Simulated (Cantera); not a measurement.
**Transport properties of process gases**

Gas mixture: H2O = 0.71 (molar parts), at 0.585 Torr, frozen composition.

Cantera's kinetic-theory transport with the Lennard-Jones parameters of GRI-Mech 3.0, ideal gas; thermal conductivity in the multicomponent form. Polar gases are described roughly by these parameters.

```json
[
 {"T (K)": "400", "ρ (kg/m³)": "0.000423", "cp (J/kg/K)": "1902", "μ (µPa s)": "14.0", "λ (mW/m/K)": "36.8", "Pr": "0.722", "D (cm²/s) N2": "515", "D (cm²/s) CH4": "518", "D (cm²/s) NO": "508"},
 {"T (K)": "600", "ρ (kg/m³)": "0.000282", "cp (J/kg/K)": "2016", "μ (µPa s)": "21.5", "λ (mW/m/K)": "60.6", "Pr": "0.715", "D (cm²/s) N2": "1090", "D (cm²/s) CH4": "1120", "D (cm²/s) NO": "1080"},
 {"T (K)": "800", "ρ (kg/m³)": "0.000211", "cp (J/kg/K)": "2150", "μ (µPa s)": "29.0", "λ (mW/m/K)": "87.3", "Pr": "0.713", "D (cm²/s) N2": "1830", "D (cm²/s) CH4": "1890", "D (cm²/s) NO": "1810"},
 {"T (K)": "1000", "ρ (kg/m³)": "0.000169", "cp (J/kg/K)": "2292", "μ (µPa s)": "36.2", "λ (mW/m/K)": "116", "Pr": "0.714", "D (cm²/s) N2": "2710", "D (cm²/s) CH4": "2820", "D (cm²/s) NO": "2670"},
 {"T (K)": "1200", "ρ (kg/m³)": "0.000141", "cp (J/kg/K)": "2436", "μ (µPa s)": "43.3", "λ (mW/m/K)": "147", "Pr": "0.715", "D (cm²/s) N2": "3710", "D (cm²/s) CH4": "3880", "D (cm²/s) NO": "3660"},
 {"T (K)": "1400", "ρ (kg/m³)": "0.000121", "cp (J/kg/K)": "2565", "μ (µPa s)": "50.0", "λ (mW/m/K)": "179", "Pr": "0.716", "D (cm²/s) N2": "4820", "D (cm²/s) CH4": "5070", "D (cm²/s) NO": "4760"},
 {"T (K)": "1600", "ρ (kg/m³)": "0.000106", "cp (J/kg/K)": "2681", "μ (µPa s)": "56.4", "λ (mW/m/K)": "211", "Pr": "0.718", "D (cm²/s) N2": "6050", "D (cm²/s) CH4": "6370", "D (cm²/s) NO": "5970"},
 {"T (K)": "1800", "ρ (kg/m³)": "9.39e-5", "cp (J/kg/K)": "2784", "μ (µPa s)": "62.6", "λ (mW/m/K)": "242", "Pr": "0.719", "D (cm²/s) N2": "7380", "D (cm²/s) CH4": "7780", "D (cm²/s) NO": "7280"}
]
```
D: mixture-averaged diffusion coefficient of that species in the mixture.
